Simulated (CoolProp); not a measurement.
Values from CoolProp's reference Helmholtz-energy equation of state, Schroeder 2014.

Problem. For ethanol, give the phase and the density (kg/m³), speed of sound (m/s), expansivity (1/kK), viscosity (µPa s) at 38.85 °C and 93.6 bar; 189.25 °C and 93.6 bar; 210.75 °C and 93.6 bar.

Solution. 
- 38.85 °C and 93.6 bar: liquid; density 782, speed of sound 1160, expansivity 1.06, viscosity 888
- 189.25 °C and 93.6 bar: liquid; density 609, speed of sound 638, expansivity 2.87, viscosity 123
- 210.75 °C and 93.6 bar: liquid; density 568, speed of sound 539, expansivity 3.75, viscosity 96.7

Viscosity comes from a separate model (Kiselev 2005).
